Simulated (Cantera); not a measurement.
A closed system holds: 1 mol c-C4F8, 0.017 mol F2, at 4400 Pa.

Method: chemical equilibrium by Gibbs-energy minimisation in Cantera with the NASA 1993 tables (ideal gas, pure condensed phases). Candidate condensed phases: C; 13 gas species. The feed counts by its element totals alone. The tables' values for C2F4 are old estimates; treat these amounts as uncertain. Gases not in the tables: C2F6 and larger saturated fluorocarbons. Kinetics and transport are ignored.

x: gas mole fraction; n: condensed amount in mol.

```tsv
T (K)	x CF4	x F	x CF2	x CF	x CF3	x C3	n C(graphite)
1148	1.00	8.61e-9	2.05e-7	<1e-12	2.55e-7	<1e-12	1.99
1298	1.000	3.96e-7	6.18e-6	7.90e-12	4.02e-6	<1e-12	1.99
1448	1.000	8.25e-6	9.11e-5	8.37e-10	3.56e-5	<1e-12	1.99
1598	0.999	9.74e-5	0.000803	3.67e-8	0.000209	<1e-12	1.99
1748	0.994	0.000752	0.00482	8.33e-7	0.000894	<1e-12	1.99
1898	0.971	0.00419	0.0215	1.14e-5	0.00300	4.44e-11	1.97
2048	0.900	0.0179	0.0743	0.000105	0.00804	2.00e-9	1.92
2198	0.722	0.0604	0.200	0.000679	0.0167	5.27e-8	1.78
2348	0.418	0.160	0.395	0.00316	0.0243	9.06e-7	(withheld)
2498	0.134	0.319	0.516	0.0104	0.0205	1.10e-5	(withheld)
2648	0.0234	0.490	0.451	0.0246	0.0102	9.89e-5	(withheld)
2798	0.00299	0.635	0.311	0.0467	0.00373	0.000700	(withheld)
2948	0.000329	0.732	0.185	0.0759	0.00115	0.00403	(withheld)
3098	3.24e-5	0.768	0.0983	0.108	0.000313	0.0195	(withheld)
```

Q: Some entries are withheld; supply them.

A: 
- 2348, n C(graphite): 1.50
- 2498, n C(graphite): 1.21
- 2648, n C(graphite): 1.34
- 2798, n C(graphite): 1.78
- 2948, n C(graphite): 2.12
- 3098, n C(graphite): 1.94
